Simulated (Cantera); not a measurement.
## MgO + NF3 + N2 (oxide etching and cleaning by halides)

A closed system holds: 1 mol MgO, 0.56 mol NF3, 3.2 mol N2, at 1.10e-5 bar.

Equilibrium computed with Cantera from the NASA thermochemical tables; the gas is ideal and each condensed phase is pure. Candidate condensed phases: Mg, MgF2, MgO; 24 gas species. Rates play no part.

```tsv
T (K)	log p N2	log p MgF2	log p O2	log p O	log p MgF	n MgO(s)
1598	-5.09	-5.71	-6.02	-7.86	-8.78	0.160
1623	-5.09	-5.71	-6.02	-7.73	-8.56	0.160
1648	-5.09	-5.71	-6.02	-7.61	-8.36	0.159
1673	-5.09	-5.71	-6.02	-7.49	-8.16	0.159
1698	-5.09	-5.71	-6.03	-7.37	-7.97	0.157
1723	-5.10	-5.71	-6.03	-7.26	-7.79	0.155
1748	-5.10	-5.72	-6.03	-7.15	-7.61	0.152
1773	-5.10	-5.72	-6.03	-7.04	-7.43	0.145
1798	-5.10	-5.72	-6.04	-6.94	-7.26	0.134
```
log p: log10 of the partial pressure in bar; n: condensed amount in mol.

From 1598 K to 1798 K the condensed part is MgO(s). The main Mg-bearing gas is MgF2 throughout.
